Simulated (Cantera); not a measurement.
A perfectly stirred reactor is fed with CO : O₂ : H₂O : N₂ = 0.017 : 0.0065 : 0.035 : 1 (molar parts), at 1.90 bar; it is held at 1075 K, and followed from long to short residence time.

Computed with Cantera and GRI-Mech 3.0 (53 species, 325 reactions).

One state of this run: x CO = 0.0110; x O₂ = 0.00373; x H₂O = 0.0328; x NO₂ = 6.61e-11; x OH = 9.47e-6; x H₂ = 0.000296; x H = 2.27e-5. x: mole fraction; the columns are a selection and need not sum to one.

Problem. Which value of τ (s) does it belong to?
A) 0.052
B) 0.29
C) 0.0094
D) 0.52

Solution. C, 0.0094
